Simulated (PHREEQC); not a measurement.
0.61 g of hydrous ferric oxide (600 m²/g; 0.2 weak and 0.005 strong sites per Fe, Dzombak-Morel constants, diffuse double layer) in 1 kg of water with 0.01 mol/kgw of an inert sodium salt and 0.00018 mol/kgw ZnSO4 and 2.1e-05 mol/kgw NaH2PO4, at 25 °C; the pH is set by adding NaOH or the inert anion's acid. Oxygen is held at 0.21 atm. The system is closed to CO2. No solid was allowed to form.

Base run: PHREEQC, ion-association model, wateq4f.dat. Each further column changes one thing. The table gives S sorbed (%).

```json
[
 {"pH": "4", "base": "99.9", "no electrostatic term (-no_edl)": "0.3", "background salt from 0.01 to 0.001 mol/kgw": "100.0", "oxide from 0.61 to 3 g/kgw": "100.0"},
 {"pH": "4.75", "base": "99.5", "no electrostatic term (-no_edl)": "0.3", "background salt from 0.01 to 0.001 mol/kgw": "99.9", "oxide from 0.61 to 3 g/kgw": "100.0"},
 {"pH": "5.5", "base": "95.5", "no electrostatic term (-no_edl)": "0.3", "background salt from 0.01 to 0.001 mol/kgw": "98.0", "oxide from 0.61 to 3 g/kgw": "99.8"},
 {"pH": "5.88", "base": "86.9", "no electrostatic term (-no_edl)": "0.3", "background salt from 0.01 to 0.001 mol/kgw": "92.6", "oxide from 0.61 to 3 g/kgw": "99.2"},
 {"pH": "6.62", "base": "51.4", "no electrostatic term (-no_edl)": "0.3", "background salt from 0.01 to 0.001 mol/kgw": "61.5", "oxide from 0.61 to 3 g/kgw": "90.0"},
 {"pH": "7.38", "base": "13.1", "no electrostatic term (-no_edl)": "0.4", "background salt from 0.01 to 0.001 mol/kgw": "17.8", "oxide from 0.61 to 3 g/kgw": "33.7"},
 {"pH": "8.12", "base": "0.9", "no electrostatic term (-no_edl)": "0.4", "background salt from 0.01 to 0.001 mol/kgw": "1.2", "oxide from 0.61 to 3 g/kgw": "2.4"},
 {"pH": "8.5", "base": "0.2", "no electrostatic term (-no_edl)": "0.3", "background salt from 0.01 to 0.001 mol/kgw": "0.2", "oxide from 0.61 to 3 g/kgw": "0.5"},
 {"pH": "9.25", "base": "0.0", "no electrostatic term (-no_edl)": "0.2", "background salt from 0.01 to 0.001 mol/kgw": "0.0", "oxide from 0.61 to 3 g/kgw": "0.0"},
 {"pH": "10", "base": "0.0", "no electrostatic term (-no_edl)": "0.0", "background salt from 0.01 to 0.001 mol/kgw": "0.0", "oxide from 0.61 to 3 g/kgw": "0.0"}
]
```

H3PO4, which wateq4f.dat lacks, is added to it with the constant of phreeqc.dat. The database has no phosphate complexes of Zn.
